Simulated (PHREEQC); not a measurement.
1 kg of water holding 0.13 mol NaCl, 0.0075 mol Na2CO3, 0.014 mol Na2SO4 and 0.0059 mol NaOH is evaporated at 25 °C; the solids stay in contact with the brine. CO2 is held at log p = -3.4 (atm). Solids allowed: Burkeite, Halite, Mirabilite, Nahcolite, Natron, Thenardite, Trona. Others were left out.

Model: Pitzer model, pitzer.dat, run in PHREEQC.

```tsv
water left (kg)	ionic strength	water activity	Halite (mol)	Thenardite (mol)	Trona (mol)
0.9999	0.197	0.994	0	0	0
0.6755	0.292	0.992	0	0	0
0.5552	0.356	0.990	0	0	0
0.4563	0.434	0.988	0	0	0
0.3082	[?]	0.983	0	0	0
0.2082	0.959	0.975	0	0	0
0.1711	1.17	0.969	0	0	0
0.1407	[?]	0.962	0	0	0
0.09503	[?]	0.944	0	0	0
0.0642	3.14	0.915	0	0	0
0.05278	3.82	0.895	0	0	0
0.04338	4.65	0.868	0	0	0
0.02933	6.89	0.789	0	0	0
0.01982	8.61	0.735	0.0296	0.000681	0
0.01631	8.82	0.734	0.0490	0.00314	0
0.01336	8.83	0.734	0.0637	[?]	0.00125
0.008933	8.83	0.734	0.0856	0.00805	0.00315
0.005942	8.83	0.734	0.100	0.0100	0.00442
0.004842	8.83	0.734	0.106	0.0108	0.00490
```

### Question
Fill in the missing entries.

### Answer

- 0.3082, ionic strength: 0.645
- 0.1407, ionic strength: 1.42
- 0.09503, ionic strength: 2.11
- 0.01336, Thenardite (mol): 0.00511

Species that the database lacks are ignored.
